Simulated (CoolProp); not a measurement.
Vapour-liquid equilibrium of R22 (1) + R152A (2) at 257.2 K; x and y are mole fractions of (1).

Values from CoolProp's multi-fluid Helmholtz-energy mixture model, Kamei 1995 and Outcalt 1996; pair parameters Bell 2016.

```tsv
x	bubble pressure, mixture model (MPa)	bubble pressure, Raoult's law (MPa)	y, mixture model	y, Raoult's law
0.05	0.1483	0.1501	0.082	0.095
0.125	0.1565	0.1609	0.197	0.222
0.2	0.1650	0.1716	0.303	0.333
0.275	0.1739	0.1823	0.401	0.431
0.35	0.1834	0.1930	0.491	0.518
0.425	(withheld)	0.2038	0.575	0.596
0.5	0.2038	0.2145	0.652	0.667
0.575	0.2149	0.2252	(withheld)	0.730
0.65	0.2265	0.2359	(withheld)	0.788
0.725	0.2386	0.2466	0.843	0.841
0.8	0.2511	0.2574	0.893	0.889
0.875	(withheld)	0.2681	0.938	0.933
0.95	0.2772	0.2788	0.977	0.974
```

### Question
Fill in the missing entries.

### Answer

- 0.425, bubble pressure, mixture model (MPa): 0.1933
- 0.575, y, mixture model: 0.722
- 0.65, y, mixture model: 0.786
- 0.875, bubble pressure, mixture model (MPa): 0.2640

The largest gap from Raoult's law is -5.2 % in bubble pressure, at x = 0.425. No azeotrope shows between x = 0.05 and 0.95.

Pair parameters are fitted to limited data, so mixtures are less certain than the pure fluids.
